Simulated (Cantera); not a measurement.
Cantera run, input and output.

```python
import numpy as np
import cantera as ct

gas = ct.Solution("gri30.yaml")
gas.TPX = 1273, 1000000, {'CO': 0.0065, 'O2': 0.021, 'H2O': 0.00023, 'N2': 1}
inlet = ct.Reservoir(gas, clone=True)

reactor = ct.IdealGasConstPressureReactor(gas, energy="off", clone=False)
exhaust = ct.Reservoir(gas, clone=True)
tau = [18, 6.5, 2.4, 0.87, 0.32, 0.12, 0.043, 0.016, 0.0057][0]
for a, b in ((inlet, reactor), (reactor, exhaust)):
    ct.MassFlowController(a, b, mdot=lambda t: reactor.mass / tau)
net = ct.ReactorNet([reactor])
show = ['CO', 'O2', 'H2O', 'HO2', 'CO2']

rows = []
print(f"{'tau/s':>10s}{'T/K':>9s}" + "".join(f"{s:>11s}" for s in show))
for tau in [18, 6.5, 2.4, 0.87, 0.32, 0.12, 0.043, 0.016, 0.0057]:
    net.initial_time = 0.0
    net.advance(30 * tau)
    before = gas.X
    net.advance(40 * tau)
    drift = np.max(np.abs(gas.X - before) / (gas.X + 1e-9))
    rows.append([gas.T, *gas[show].X, drift])
    print(f"{tau:10.3e}{gas.T:9.1f}" + "".join(f"{x:11.3e}" for x in gas[show].X))
```

Output:

```
     tau/s      T/K         CO         O2        H2O        HO2        CO2
 1.800e+01   1273.0  3.035e-05  1.734e-02  2.242e-04  9.811e-08  6.314e-03
 6.500e+00   1273.0  7.906e-05  1.736e-02  2.242e-04  2.015e-07  6.265e-03
 2.400e+00   1273.0  2.014e-04  1.742e-02  2.240e-04  3.820e-07  6.143e-03
 8.700e-01   1273.0  4.986e-04  1.757e-02  2.238e-04  6.709e-07  5.845e-03
 3.200e-01   1273.0  1.121e-03  1.787e-02  2.234e-04  1.056e-06  5.220e-03
 1.200e-01   1273.0  2.201e-03  1.840e-02  2.228e-04  1.478e-06  4.137e-03
 4.300e-02   1273.0  3.709e-03  1.914e-02  2.222e-04  1.851e-06  2.624e-03
 1.600e-02   1273.0  5.008e-03  1.978e-02  2.219e-04  2.044e-06  1.321e-03
 5.700e-03   1273.0  5.819e-03  2.018e-02  2.219e-04  2.024e-06  5.071e-04
```

Computed with Cantera and GRI-Mech 3.0 (53 species, 325 reactions).
